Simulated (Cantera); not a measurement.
# Ammonia decomposition in nitride growth gas

An isothermal, constant-pressure homogeneous reactor starts with NH3 : N2 = 1 : 11 (molar parts), at 2350 K and 0.0197 atm.

Model: the gas-phase N/H chemistry of the illustrative SiF4/NH3 mechanism in the Surface Chemkin manual (1991), integrated in Cantera. Walls and surfaces, which speed up NH3 decomposition in real reactors, are not modelled.

```csv
t (s),x NH3,x N2,x H2,x H,x NH2
6.00e-6,0.0833,0.917,4.94e-7,2.20e-6,3.19e-6
1.73e-5,0.0833,0.917,3.27e-6,4.49e-6,1.10e-5
5.00e-5,0.0833,0.917,1.62e-5,6.20e-6,3.86e-5
0.000144,0.0832,0.917,5.83e-5,6.41e-6,0.000122
0.000416,0.0830,0.916,0.000183,6.81e-6,0.000361
0.00120,0.0822,0.916,0.000646,1.21e-5,0.00100
0.00346,0.0791,0.915,0.00398,5.39e-5,0.00194
0.01000,0.0687,0.911,0.0188,0.000151,0.00149
0.0288,0.0465,0.902,0.0499,0.000322,0.000903
0.0832,0.0170,0.891,0.0910,0.000662,0.000388
0.240,0.00146,0.884,0.112,0.00153,6.30e-5
0.693,7.62e-6,0.882,0.112,0.00539,1.17e-6
2.00,6.37e-8,0.878,0.107,0.0151,2.89e-8
```
x: mole fraction; the columns are a selection and need not sum to one.

Equilibrium at this temperature and pressure: NH3 7.25e-9, N2 0.872, H2 0.0997, H 0.0280, NH2 6.53e-9 (gas phase only).
